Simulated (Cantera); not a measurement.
An adiabatic, constant-pressure homogeneous reactor starts with H2 : O2 : N2 : H2O = 1 : 0.294 : 1.11 : 0.16 (molar parts), at 1798 K and 0.543 atm. Integrator tolerance rtol = 1e-08.

Computed with Cantera and GRI-Mech 3.0 (53 species, 325 reactions).

```tsv
quantity	before	after
time of steepest temperature rise	11.5 µs	1.33 µs
temperature at 0.800 s	2811 K	3000 K
equilibrium temperature	2811 K	3000 K
x(H2) at 0.800 s	0.173 (gas-phase equilibrium 0.173)	0.177 (gas-phase equilibrium 0.177)
x(O2) at 0.800 s	0.00251 (gas-phase equilibrium 0.00251)	0.00115 (gas-phase equilibrium 0.00115)
x(H2O) at 0.800 s	0.281 (gas-phase equilibrium 0.281)	0.297 (gas-phase equilibrium 0.297)
x(O) at 0.800 s	0.00385 (gas-phase equilibrium 0.00385)	0.00172 (gas-phase equilibrium 0.00172)
x(NO2) at 0.800 s	1.71e-7 (gas-phase equilibrium 1.71e-7)	2.62e-7 (gas-phase equilibrium 2.62e-7)
x(HO2) at 0.800 s	1.53e-6 (gas-phase equilibrium 1.53e-6)	2.19e-6 (gas-phase equilibrium 2.19e-6)
x(NO) at 0.800 s	0.00315 (gas-phase equilibrium 0.00315)	0.00275 (gas-phase equilibrium 0.00275)
```

Problem. Name the change that produced these shifts.
(A) N2 1.11 to 1.7 parts
(B) H2O 0.16 to 0.064 parts
(C) pressure from 0.543 atm to 1.28 atm
(D) pressure from 0.543 atm to 4.93 atm

Solution. D, pressure from 0.543 atm to 4.93 atm
